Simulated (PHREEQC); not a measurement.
Solution (30 °C): 0.021 mol KHCO3, 0.026 mol KOH and 0.12 mol KCl per kg of water. Closed to the air; pH follows from the charge balance.

Computed with PHREEQC (ion-association model, phreeqc.dat).

```csv
quantity,before,after
pH,11.44,9.09
ionic strength (mol/kgw),0.187,0.146
```

Q: What was changed between the two runs?
(A) diluted 2-fold with water
(B) KOH from 0.026 to 0.0026 mol/kgw
(C) KOH left out
(D) KHCO3 left out
(E) KCl left out

A: B, KOH from 0.026 to 0.0026 mol/kgw

This is a speciation only: nothing precipitates in the calculation.
